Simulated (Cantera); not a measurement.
Input (Python, Cantera) and output of one run.

```python
import numpy as np
import cantera as ct

gas_names = """
    H HNO HNO2 HNO3 HO2 H2 H2O H2O2 N NH NH2 NH3 NH2OH NO NO2 NO3 N2 N2H2 N2H4 N2O O OH O2 O3 Si SiH
    SiH2 SiH3 SiH4 SiN SiO SiO2 Si2 Si2N Si3
""".split()
cond_names = """
    H2O(s) H2O(L) Si(cr) Si(L) SiO2(Lqz) SiO2(hqz) SiO2(L) Si2N2O(s) Si3N4(a)
""".split()


# ... load() reads the species with a 1 bar reference pressure and builds the phases ...
atoms = {
    'Si2H6': {'Si': 2, 'H': 6},
    'NO': {'N': 1, 'O': 1},
}
top_T = {'Si2N2O(s)': 2100, 'Si3N4(a)': 2400}  # K; cautious upper limits of use, not melting points


# ... equilibrate(T, P, feed) seeds the gas with the atoms and calls Mixture.equilibrate('TP', solver="vcs", rtol=1e-11, max_steps=5000) ...
results = []
feed = {'Si2H6': 1, 'NO': 1.4}  # mol
T = 700  # K
P = 160  # Pa
mix = equilibrate(T, P, feed)
results.append((T, P, feed, dict(zip(mix.species_names, mix.species_moles))))
x = sorted(zip(gas.X, gas.species_names), reverse=True)
print(f"T = {T:g} K  P = {P:g} Pa  gas = {mix.phase_moles(0):.4g} mol")
print("   x: " + "  ".join(f"{s} {v:.3e}" for v, s in x if v > 1e-06))
print("   condensed (mol): " + ("  ".join(f"{mix.phase(i).name} {mix.phase_moles(i):.4g}"
      for i in range(1, mix.n_phases) if mix.phase_moles(i) > 1e-12) or "none"))
```

Output:

```
T = 700 K  P = 160 Pa  gas = 3 mol
   x: H2 1.000e+00
   condensed (mol): Si(cr) 0.25  SiO2(Lqz) 0.35  Si2N2O(s) 0.7
```

Method: chemical equilibrium by Gibbs-energy minimisation in Cantera with the NASA 1993 tables (ideal gas, pure condensed phases). The feed counts by its element totals alone.
